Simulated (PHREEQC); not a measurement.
Make-up at 25 °C: 0.0063 mol NaOH and 0.0002 mol H3BO3 per kg of water. Closed to the air; pH follows from the charge balance.

The numbers come from PHREEQC with the ion-association model, phreeqc.dat.

```csv
quantity,before,after
pH,11.74,11.44
H3BO3 (mol/kgw),5.75e-7,1.19e-6
```

Which change was made?
(A) diluted 2-fold with water
(B) NaOH from 0.0063 to 0.0315 mol/kgw
(C) diluted 5-fold with water
(D) NaOH from 0.0063 to 0.00315 mol/kgw

D, NaOH from 0.0063 to 0.00315 mol/kgw

No solid was allowed to form.
